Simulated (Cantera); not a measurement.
What does this Cantera script print?

```python
import numpy as np
import cantera as ct

gas_names = """
    C CN CO CO2 C2 CCN CNC C2N2 C2O C3 C3O2 C4 C4N2 C5 Fe FeC5O5 FeO N NCO NO NO2 NO3 N2 N2O O O2 O3
""".split()
cond_names = """
    C(gr) Fe(a) Fe(c) Fe(d) Fe(L) FeC5O5(L) FeO(s) FeO(L) Fe2O3(s) Fe3O4(s)
""".split()


# ... load() reads the species with a 1 bar reference pressure and builds the phases ...
atoms = {
    'Fe2O3': {'Fe': 2, 'O': 3},
    'C': {'C': 1},
    'N2': {'N': 2},
}
top_T = {'C(gr)': 4500, 'Fe2O3(s)': 1830, 'Fe3O4(s)': 1870}  # K; cautious upper limits of use, not melting points


# ... equilibrate(T, P, feed) seeds the gas with the atoms and calls Mixture.equilibrate('TP', solver="vcs", rtol=1e-11, max_steps=5000) ...
results = []
T = 2623  # K
P = 510000  # Pa
for m in [0.95, 1.2, 1.4, 1.7, 2.1, 2.6, 3.2, 3.9, 4.7, 5.8]:
    feed = {'Fe2O3': 1, 'C': m, 'N2': 0.42}  # mol
    mix = equilibrate(T, P, feed)
    results.append((T, P, feed, dict(zip(mix.species_names, mix.species_moles))))
    x = sorted(zip(gas.X, gas.species_names), reverse=True)
    print(f"T = {T:g} K  P = {P:g} Pa  n(C) = {m:g} mol  gas = {mix.phase_moles(0):.4g} mol")
    print("   x: " + "  ".join(f"{s} {v:.3e}" for v, s in x if v > 1e-06))
    print("   condensed (mol): " + ("  ".join(f"{mix.phase(i).name} {mix.phase_moles(i):.4g}"
          for i in range(1, mix.n_phases) if mix.phase_moles(i) > 1e-12) or "none"))
```

Output:

```
T = 2623 K  P = 510000 Pa  n(C) = 0.95 mol  gas = 1.389 mol
   x: CO 6.348e-01  N2 3.023e-01  CO2 4.911e-02  Fe 1.324e-02  FeO 4.117e-04  NO 8.964e-05  O 2.685e-05  O2 5.513e-06
   condensed (mol): FeO(L) 1.981
T = 2623 K  P = 510000 Pa  n(C) = 1.2 mol  gas = 1.643 mol
   x: CO 6.790e-01  N2 2.556e-01  CO2 5.138e-02  Fe 1.353e-02  FeO 4.117e-04  NO 8.063e-05  O 2.627e-05  O2 5.275e-06
   condensed (mol): Fe(L) 0.2624  FeO(L) 1.715
T = 2623 K  P = 510000 Pa  n(C) = 1.4 mol  gas = 1.846 mol
   x: CO 7.051e-01  N2 2.275e-01  CO2 5.335e-02  Fe 1.353e-02  FeO 4.117e-04  NO 7.607e-05  O 2.627e-05  O2 5.275e-06
   condensed (mol): Fe(L) 0.4737  FeO(L) 1.501
T = 2623 K  P = 510000 Pa  n(C) = 1.7 mol  gas = 2.15 mol
   x: CO 7.350e-01  N2 1.953e-01  CO2 5.562e-02  Fe 1.353e-02  FeO 4.117e-04  NO 7.048e-05  O 2.627e-05  O2 5.275e-06
   condensed (mol): Fe(L) 0.7907  FeO(L) 1.179
T = 2623 K  P = 510000 Pa  n(C) = 2.1 mol  gas = 2.556 mol
   x: CO 7.639e-01  N2 1.643e-01  CO2 5.780e-02  Fe 1.353e-02  FeO 4.117e-04  NO 6.464e-05  O 2.627e-05  O2 5.275e-06
   condensed (mol): Fe(L) 1.213  FeO(L) 0.751
T = 2623 K  P = 510000 Pa  n(C) = 2.6 mol  gas = 3.063 mol
   x: CO 7.892e-01  N2 1.371e-01  CO2 5.971e-02  Fe 1.353e-02  FeO 4.117e-04  NO 5.905e-05  O 2.627e-05  O2 5.275e-06
   condensed (mol): Fe(L) 1.742  FeO(L) 0.2155
T = 2623 K  P = 510000 Pa  n(C) = 3.2 mol  gas = 3.467 mol
   x: CO 8.653e-01  N2 1.211e-01  Fe 1.353e-02  CN 4.203e-05  C2N2 1.900e-05  CO2 1.064e-05
   condensed (mol): C(gr) 0.1997  Fe(L) 1.953
T = 2623 K  P = 510000 Pa  n(C) = 3.9 mol  gas = 3.467 mol
   x: CO 8.653e-01  N2 1.211e-01  Fe 1.353e-02  CN 4.203e-05  C2N2 1.900e-05  CO2 1.064e-05
   condensed (mol): C(gr) 0.8997  Fe(L) 1.953
T = 2623 K  P = 510000 Pa  n(C) = 4.7 mol  gas = 3.467 mol
   x: CO 8.653e-01  N2 1.211e-01  Fe 1.353e-02  CN 4.203e-05  C2N2 1.900e-05  CO2 1.064e-05
   condensed (mol): C(gr) 1.7  Fe(L) 1.953
T = 2623 K  P = 510000 Pa  n(C) = 5.8 mol  gas = 3.467 mol
   x: CO 8.653e-01  N2 1.211e-01  Fe 1.353e-02  CN 4.203e-05  C2N2 1.900e-05  CO2 1.064e-05
   condensed (mol): C(gr) 2.8  Fe(L) 1.953
```

Cantera equilibrium calculation (NASA polynomials, part measured and part estimated; ideal gas, pure solids and liquids). Each liquid is taken as pure. Iron dissolves carbon and melts from about 1420 K in contact with it, which pure phases cannot show. Mutual solubility and eutectic melting of coexisting phases are not modelled. The tables' stoichiometric FeO is somewhat more stable than real wüstite, so its field is too wide. FeO: taken at fixed stoichiometry. Condensed phases not in the tables: cementite and carbon dissolved in iron.
